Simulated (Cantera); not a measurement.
Feed: 1 mol Cr₂O₃, a varied amount of H₂, at 1000 Pa.

Cantera equilibrium calculation (NASA polynomials, part measured and part estimated; ideal gas, pure solids and liquids). Candidate condensed phases: Cr, Cr₂O₃, H₂O; 13 gas species. Mutual solubility and eutectic melting of coexisting phases are not modelled. The numbers say what is thermodynamically allowed, not how fast it happens.

What condenses at these points (T in K, n(H₂) in mol): (1650, 1300); (1875, 460); (1725, 460); (1800, 250); (1200, 1900); (1050, 1700); (1050, 1500)?


```json
[
 {"T (K)": "1650", "n(H₂) in mol": "1300", "condensed phases": "Cr", "Cr condensed (%)": "40.0"},
 {"T (K)": "1875", "n(H₂) in mol": "460", "condensed phases": "gas only", "Cr condensed (%)": "0.0"},
 {"T (K)": "1725", "n(H₂) in mol": "460", "condensed phases": "Cr₂O₃", "Cr condensed (%)": "30.1"},
 {"T (K)": "1800", "n(H₂) in mol": "250", "condensed phases": "Cr₂O₃", "Cr condensed (%)": "26.7"},
 {"T (K)": "1200", "n(H₂) in mol": "1900", "condensed phases": "Cr + Cr₂O₃", "Cr condensed (%)": "100.0"},
 {"T (K)": "1050", "n(H₂) in mol": "1700", "condensed phases": "Cr + Cr₂O₃", "Cr condensed (%)": "100.0"},
 {"T (K)": "1050", "n(H₂) in mol": "1500", "condensed phases": "Cr + Cr₂O₃", "Cr condensed (%)": "100.0"}
]
```
